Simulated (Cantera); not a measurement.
A perfectly stirred reactor is fed with H2 : O2 : N2 = 0.66 : 1 : 0.75 (molar parts), at 100.0 Torr; it is held at 1300 K, and followed from long to short residence time.

Detailed kinetics in Cantera: the H2/O2 subset of GRI-Mech 3.0, which has no nitrogen chemistry. The temperature is held fixed by assumption; the heat of reaction is taken as removed at once.

Question: Predict: x(H2) at τ = 0.440 s; x(O2) at τ = 0.440 s; x(OH) at τ = 0.440 s; x(H) at τ = 0.440 s; x(H2O) at τ = 0.440 s; x(H2) at τ = 32.0 ms; x(O2) at τ = 32.0 ms; x(OH) at τ = 32.0 ms; x(H) at τ = 32.0 ms; x(H2O) at τ = 32.0 ms.

Answer: 
```
Quantity                 Result
---------------------  --------
x(H2) at τ = 0.440 s   0.000327
x(O2) at τ = 0.440 s      0.322
x(OH) at τ = 0.440 s    0.00108
x(H) at τ = 0.440 s     3.96e-5
x(H2O) at τ = 0.440 s     0.316
x(H2) at τ = 32.0 ms    0.00178
x(O2) at τ = 32.0 ms      0.321
x(OH) at τ = 32.0 ms    0.00262
x(H) at τ = 32.0 ms    0.000551
x(H2O) at τ = 32.0 ms     0.313
```
